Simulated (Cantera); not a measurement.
A closed system holds: 1 mol SiC, 0.16 mol O2, 140 mol N2, at 1723 K and 0.600 Pa.

These are equilibrium values from Cantera (NASA tables, ideal gas, pure condensed phases), not measurements of a reactor. Candidate condensed phases: C, Si, SiC, SiO2, Si2N2O, Si3N4; 34 gas species. Kinetics and transport are ignored.

Base state: N2 0.995, Si 0.00273, CO 0.00226, SiC2 2.49e-5, Si2C 1.89e-5 (mole fractions); condensed: C(graphite) + SiC(s).

Problem. What changes in the equilibrium state with this change: temperature from 1723 K to 1148 K?

Solution. 
```tsv
species	before	after
N2	0.995	0.998
CO	0.00226	0.00152
Si	0.00273	<1e-9
SiC2	2.49e-5	<1e-9
Si2C	1.89e-5	<1e-9
C(graphite), mol	0.0664	0
SiC(s), mol	0.605	0.787
Si2N2O(s), mol	0	0.107
```
N2 is the only nitrogen source here; it is nearly inert below about 1500 K, so the nitride shown seldom forms there in practice. Mutual solubility and eutectic melting of coexisting phases are not modelled.

Problem. What changes in the equilibrium state with this change: temperature from 1723 K to 1773.15 K?

Solution. 
| species | before | after |
|---|---|---|
| N2 | 0.995 | 0.991 |
| Si | 0.00273 | 0.00686 |
| CO | 0.00226 | 0.00225 |
| SiC2 | 2.49e-5 | 8.53e-5 |
| Si2C | 1.89e-5 | 5.71e-5 |
| SiO | 9.98e-6 | 1.05e-5 |
| C(graphite), mol | 0.0664 | 0.648 |
| SiC(s), mol | 0.605 | 0 |

Problem. What changes in the equilibrium state with this change: temperature from 1723 K to 1448.15 K?

Solution. 
```tsv
species	before	after
N2	0.995	0.998
CO	0.00226	0.00118
SiO	9.98e-6	0.00110
Si	0.00273	7.08e-5
SiC2	2.49e-5	<1e-9
Si2C	1.89e-5	7.06e-8
C(graphite), mol	0.0664	0
SiC(s), mol	0.605	0.835
```
